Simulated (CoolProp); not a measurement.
Vapour-liquid equilibrium of n-butane (1) + R113 (2) at 0.182 MPa; x and y are mole fractions of (1).

Values from CoolProp's multi-fluid Helmholtz-energy mixture model, Bücker 2006 and Marx 1992; pair parameters Bell 2016.

```tsv
x	bubble temperature, mixture model (K)	bubble temperature, Raoult's law (K)	y, mixture model	y, Raoult's law
0.05	333.6	334.6	0.196	0.182
0.125	325.9	327.9	0.407	0.385
0.2	[?]	322.2	0.551	0.532
0.275	314.5	317.3	0.652	0.641
0.35	310.2	312.9	0.726	0.723
0.425	306.6	309.0	0.783	0.786
0.5	303.5	305.6	[?]	0.836
0.575	300.7	302.4	0.863	0.876
0.65	298.3	299.6	0.894	0.909
0.725	[?]	297.0	0.920	0.935
0.8	294.1	294.6	0.944	0.957
0.875	292.1	292.4	0.966	0.976
0.95	290.3	290.4	0.986	0.991
```

Problem. What belongs in the gaps?

Solution. 
- 0.2, bubble temperature, mixture model (K): 319.6
- 0.5, y, mixture model: 0.827
- 0.725, bubble temperature, mixture model (K): 296.1

The largest gap from Raoult's law is -2.8 K in bubble temperature, at x = 0.275. No azeotrope shows between x = 0.05 and 0.95.

Pair parameters are fitted to limited data, so mixtures are less certain than the pure fluids.
